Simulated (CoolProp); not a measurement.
The fluid at 298.15 K and 0.689 MPa flows at 0.55 m/s in a round tube of 10 mm bore and 15 µm roughness, fully developed (64/Re and Nu = 3.66 if laminar; Colebrook and Gnielinski if turbulent). The same conditions are run with several fluids, on thermodynamics alone (safety and materials aside).

Values from CoolProp's reference Helmholtz-energy equation of state of each fluid (c-C4F8 (RC318): Platzer 1990; n-hexane: Thol 2019; R245fa: Akasaka 2015; ethylbenzene: Zhou 2012). The equations of Platzer and Polt are older, rougher fits.

```
fluid           Reynolds number  Darcy friction factor  pressure drop (Pa/m)  heat-transfer coefficient (W/(m² K))  mass flow (kg/h)
--------------  ---------------  ---------------------  --------------------  ------------------------------------  ----------------
c-C4F8 (RC318)            22500                 0.0283                   643                                  1110               233
n-hexane                  12000                 0.0318                   316                                  1090               102
R245fa                    18500                 0.0293                   594                                  1250               208
ethylbenzene               7720                 0.0351                   458                                   871               134
```

Transport values come from each fluid's own correlations; those of c-C4F8 (RC318), R245fa, ethylbenzene are estimates that may be off by 10 % or more.
